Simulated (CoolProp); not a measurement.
Computed with CoolProp (reference Helmholtz-energy equation of state, Gao 2020).

Give the vapour pressure (bar), vapour density (kg/m³), surface tension (mN/m) of saturated ammonia at 296.6, 371.8 K.


```csv
T (K),p (bar),vapour density (kg/m³),surface tension (mN/m)
296.6,9.56,7.44,20.8
371.8,60.9,54.2,5.04
```

Surface tension comes from a separate correlation (Mulero 2012).
